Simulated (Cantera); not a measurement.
An isothermal, constant-pressure homogeneous reactor starts with H₂ : O₂ = 0.28 : 1 (molar parts), equivalence ratio 0.14, at 1450 K and 10.00 Torr.

Detailed kinetics in Cantera: GRI-Mech 3.0 (53 species, 325 reactions). Radical loss at walls, strong at low pressure, is not modelled. The temperature is held fixed by assumption; the heat of reaction is taken as removed at once.

x: mole fraction; the columns are a selection and need not sum to one.

```tsv
t (s)	x H₂	x O₂	x H₂O₂	x H	x HO₂	x H₂O	x OH
0.000500	0.0378	0.666	[?]	0.0649	4.84e-6	0.135	0.0266
0.00150	0.0118	0.644	1.88e-7	0.0606	5.06e-6	0.167	0.0208
0.00451	0.0108	0.657	1.95e-7	0.0509	5.22e-6	0.177	0.0201
0.0136	0.00800	0.687	2.01e-7	0.0294	5.44e-6	0.199	0.0177
0.0408	0.00301	0.730	[?]	0.00607	4.56e-6	0.229	0.0112
0.122	0.000447	0.750	[?]	0.000333	1.69e-6	0.242	0.00436
0.368	5.75e-5	0.753	[?]	1.53e-5	3.67e-7	0.245	0.00157
1.11	1.02e-5	0.754	[?]	1.15e-6	1.55e-7	0.245	0.000664
3.32	3.07e-6	0.754	[?]	1.90e-7	1.72e-7	0.245	0.000364
9.98	2.34e-6	0.754	3.79e-9	1.26e-7	1.86e-7	0.245	0.000318
30.0	2.33e-6	0.754	3.79e-9	1.26e-7	1.86e-7	0.245	0.000318
```

**Question.** What belongs in the gaps?

**Answer.** 
- 0.000500, x H₂O₂: 2.55e-7
- 0.0408, x H₂O₂: 1.61e-7
- 0.122, x H₂O₂: 6.98e-8
- 0.368, x H₂O₂: 2.27e-8
- 1.11, x H₂O₂: 7.84e-9
- 3.32, x H₂O₂: 4.15e-9
